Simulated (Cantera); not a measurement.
**Equilibrium for silicon carbide growth: SiH2Cl2 + C2H4 + H2 + C2H2**

Feed: 1 mol SiH2Cl2, 0.36 mol C2H4, 3.8 mol H2, a varied amount of C2H2, at 2275 K and 10000 Pa.

These are equilibrium values from Cantera (NASA tables, ideal gas, pure condensed phases), not measurements of a reactor. Candidate condensed phases: C, C6H6, C7H8, C8H18, Si, SiC; 109 gas species. The tables' values for SiCl, SiCl3 are old estimates; treat these amounts as uncertain. Gases not in the tables: Si2H6 and higher silanes. Equilibrium is a limit: real reactors are often held back by kinetics, nucleation or transport.

```tsv
n(C2H2) (mol)	log p H2	log p HCl	log p H	log p SiCl2	log p Cl	n SiC(s)	n C(graphite)
0.075	-1.16	-1.61	-2.65	-2.66	-3.24	0.835	0
0.1	-1.16	-1.61	-2.65	-2.67	-3.24	0.841	0.0406
0.14	-1.16	-1.61	-2.65	-2.68	-3.24	0.842	0.119
0.19	-1.15	-1.61	-2.65	-2.69	-3.25	0.843	0.218
0.26	-1.15	-1.61	-2.65	-2.70	-3.25	0.844	0.356
0.35	-1.15	-1.62	-2.65	-2.71	-3.26	0.846	0.534
0.48	-1.15	-1.63	-2.65	-2.72	-3.26	0.848	0.790
0.66	-1.14	-1.64	-2.64	-2.75	-3.28	0.852	1.15
0.9	-1.14	-1.65	-2.64	-2.77	-3.29	0.856	1.62
1.2	-1.13	-1.66	-2.64	-2.81	-3.31	0.860	2.21
```
log p: log10 of the partial pressure in bar; n: condensed amount in mol.

At 0.075 mol C2H2 the condensed part is SiC(s). From 0.1 mol C2H2 to 1.2 mol C2H2 the condensed part is C(graphite) + SiC(s). The main Si-bearing gas is SiCl2 throughout. The share of Si in condensed phases is highest at 1.2 mol C2H2 (86.0 %) and lowest at 0.075 mol C2H2 (83.5 %).
